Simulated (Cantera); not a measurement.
A perfectly stirred reactor is fed with NH₃ : N₂ = 1 : 0.66 (molar parts), at 100.0 Torr; it is held at 1823 K, and followed from long to short residence time.

Model: the gas-phase N/H chemistry of the illustrative SiF4/NH3 mechanism in the Surface Chemkin manual (1991), integrated in Cantera. Walls and surfaces, which speed up NH3 decomposition in real reactors, are not modelled.

x: mole fraction; the columns are a selection and need not sum to one.

```json
[
 {"τ (s)": "11", "x NH₃": "0.0752", "x NH₂": "9.84e-5", "x H₂": "0.493", "x N₂H₂": "1.44e-7", "x NH": "2.14e-6", "x H": "…"},
 {"τ (s)": "3.7", "x NH₃": "0.167", "x NH₂": "0.000170", "x H₂": "0.408", "x N₂H₂": "3.91e-7", "x NH": "2.83e-6", "x H": "…"},
 {"τ (s)": "1.3", "x NH₃": "0.303", "x NH₂": "0.000256", "x H₂": "0.280", "x N₂H₂": "8.54e-7", "x NH": "3.38e-6", "x H": "…"},
 {"τ (s)": "0.47", "x NH₃": "0.440", "x NH₂": "0.000333", "x H₂": "0.152", "x N₂H₂": "1.43e-6", "x NH": "3.60e-6", "x H": "…"},
 {"τ (s)": "0.17", "x NH₃": "0.531", "x NH₂": "0.000389", "x H₂": "0.0669", "x N₂H₂": "1.87e-6", "x NH": "3.38e-6", "x H": "…"},
 {"τ (s)": "0.059", "x NH₃": "0.576", "x NH₂": "0.000425", "x H₂": "0.0248", "x N₂H₂": "2.06e-6", "x NH": "2.85e-6", "x H": "…"},
 {"τ (s)": "0.021", "x NH₃": "0.593", "x NH₂": "0.000436", "x H₂": "0.00866", "x N₂H₂": "2.03e-6", "x NH": "2.32e-6", "x H": "…"},
 {"τ (s)": "0.0075", "x NH₃": "0.599", "x NH₂": "0.000412", "x H₂": "0.00276", "x N₂H₂": "1.73e-6", "x NH": "1.87e-6", "x H": "…"}
]
```

**Question.** Some entries are withheld; supply them.

**Answer.** 
- 11, x H: 0.000239
- 3.7, x H: 0.000154
- 1.3, x H: 8.77e-5
- 0.47, x H: 4.29e-5
- 0.17, x H: 1.84e-5
- 0.059, x H: 7.02e-6
- 0.021, x H: 2.61e-6
- 0.0075, x H: 9.29e-7
